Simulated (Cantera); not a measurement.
Charge: 1 mol Fe(CO)5, 0.025 mol O2, a varied amount of N2, 0.037 mol H2, equilibrated at 3.60 bar.

Equilibrium computed with Cantera from the NASA thermochemical tables; the gas is ideal and each condensed phase is pure. Candidate condensed phases: C, C6H6, C7H8, C8H18, Fe, Fe(CO)5, FeO, Fe(OH)2, Fe(OH)3, Fe2O3, Fe3O4, H2O; 140 gas species. Condensed phases not in the tables: cementite and carbon dissolved in iron. Kinetics and transport are ignored.

Stable condensed phases, one row left out:

```
T in K \ n(N2) in mol
         4.5 9.5  14  19  24  29  34  39  44  49  54
   1548    A   A   A   A   A   A   A   A   A   A   A
   1498    A   A   A   A   A   A   A   A   A   A   A
   1448    A   A   A   A   A   A   A   A   A   A   A
   1398    A   A   A   A   A   A   A   A   A   A   A
   1348    A   A   A   A   A   A   A   A   A   A   A
   1298    A   A   A   A   A   A   A   A   A   A   A
   1248    B   B   A   A   A   A   A   A   A   A   A
   1148    B   B   B   B   B   B   B   B   B   B   B
   1098    B   B   B   B   B   B   B   B   B   B   B
```

A: Fe; B: C + Fe.

Task: Give the row for 1198 K.

Result: 4.5: C + Fe; 9.5: C + Fe; 14: C + Fe; 19: C + Fe; 24: C + Fe; 29: C + Fe; 34: Fe; 39: Fe; 44: Fe; 49: Fe; 54: Fe.
